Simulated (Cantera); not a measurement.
An adiabatic, constant-pressure homogeneous reactor starts with C₃H₈ : O₂ : N₂ : H₂O = 1 : 2.94 : 11.1 : 2.2 (molar parts), equivalence ratio 1.7, at 1000 K and 16.8 atm. Integrator tolerance rtol = 1e-08.

Cantera simulation using GRI-Mech 3.0 (53 species, 325 reactions); the numbers are that mechanism's predictions, not measurements. GRI-Mech 3.0 was tuned for natural gas; its chemistry of propane as a main component is partial and can be far from experiment. The pressure lies above the range GRI-Mech 3.0 was tuned for (to about 10 atm).

Task: What does this change do: constant volume in place of constant pressure?

Result: 
```csv
quantity,before,after
time of steepest temperature rise,44.9 ms,44.2 ms
temperature at 3.00 s,2213 K,2545 K
equilibrium temperature,2213 K,2545 K
x(C₃H₈) at 3.00 s,<1e-12 (gas-phase equilibrium <1e-12),<1e-12 (gas-phase equilibrium <1e-12)
x(O₂) at 3.00 s,4.16e-7 (gas-phase equilibrium 4.16e-7),5.45e-6 (gas-phase equilibrium 5.45e-6)
x(H₂O) at 3.00 s,0.208 (gas-phase equilibrium 0.208),0.210 (gas-phase equilibrium 0.210)
x(H) at 3.00 s,0.000462 (gas-phase equilibrium 0.000462),0.00132 (gas-phase equilibrium 0.00132)
x(H₂) at 3.00 s,0.0973 (gas-phase equilibrium 0.0973),0.0936 (gas-phase equilibrium 0.0936)
x(N₂O) at 3.00 s,2.92e-9 (gas-phase equilibrium 2.92e-9),3.50e-8 (gas-phase equilibrium 3.50e-8)
x(CH₂) at 3.00 s,1.05e-12 (gas-phase equilibrium 1.15e-12),1.75e-11 (gas-phase equilibrium 1.91e-11)
```
